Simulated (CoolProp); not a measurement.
A Linde-Hampson liquefier for ethylene: isothermal reversible compression at 320 K from 1 atm to 10 MPa, throttling to 1 atm, return gas leaving the recuperator 5 K below the feed. Each further row changes one setting.

Model: reference Helmholtz-energy equation of state, Smukala 2000, in CoolProp.

```csv
case,liquid yield per pass,compression work (kJ/kg of gas)
as stated,___,386
high pressure 20 MPa,___,___
warm-end temperature 350 K,___,___
warm-end gap 10 K,___,386
```

Question: Some entries are withheld; supply them.

Answer: 
- as stated, liquid yield per pass: 0.312
- high pressure 20 MPa, liquid yield per pass: 0.410
- high pressure 20 MPa, compression work (kJ/kg of gas): 418
- warm-end temperature 350 K, liquid yield per pass: 0.191
- warm-end temperature 350 K, compression work (kJ/kg of gas): 440
- warm-end gap 10 K, liquid yield per pass: 0.304
